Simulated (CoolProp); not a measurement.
A Linde-Hampson liquefier for normal hydrogen: isothermal reversible compression at 200 K from 1 atm to 40 MPa, throttling to 1 atm, return gas leaving the recuperator 2 K below the feed. Each further row changes one setting.

Values from CoolProp's reference Helmholtz-energy equation of state, Leachman 2009.

| case | compression work (kJ/kg of gas) |
|---|---|
| as stated | 5200 |
| high pressure 80 MPa | 6070 |
| warm-end temperature 230 K | 5950 |
| warm-end gap 7 K | 5200 |
